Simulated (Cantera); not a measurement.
Charge: 1 mol Fe3O4, 0.27 mol HCl, held at 17.0 mbar.

Equilibrium computed with Cantera from the NASA thermochemical tables; the gas is ideal and each condensed phase is pure. Candidate condensed phases: Fe, FeCl2, FeCl3, FeO, Fe(OH)2, Fe(OH)3, Fe2O3, Fe3O4, H2O; 22 gas species. Condensed phases not in the tables: FeOCl. The numbers say what is thermodynamically allowed, not how fast it happens.

Q: At 873 K, list the 4 most abundant gas species with their mole fractions, and the condensed phases.

A: HCl 0.951, H2O 0.0266, FeCl2 0.0157, FeCl3 0.00648. Condensed: Fe2O3(s) + Fe3O4(s).
